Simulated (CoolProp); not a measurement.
c-C4F8 (RC318) at 298.15 K and 0.203 MPa flows at 1.1 m/s in a round tube of 10 mm bore and 45 µm roughness, fully developed (64/Re and Nu = 3.66 if laminar; Colebrook and Gnielinski if turbulent). Each further row changes one setting.

Computed with CoolProp (reference Helmholtz-energy equation of state, Platzer 1990). This equation is an older, rougher fit.

```tsv
case	Reynolds number	Darcy friction factor	pressure drop (Pa/m)	heat-transfer coefficient (W/(m² K))	mass flow (kg/h)
as stated	17500	0.0343	36.2	73.8	5.43
velocity 2.2 m/s	35000	0.0321	136	142	10.9
diameter 20 mm	35000	0.0281	14.8	61.2	21.7
```

Viscosity comes from a separate model (Huber 2003), an estimate that may be off by 10 % or more. Thermal conductivity comes from a separate model (Huber 2003), an estimate that may be off by 10 % or more.
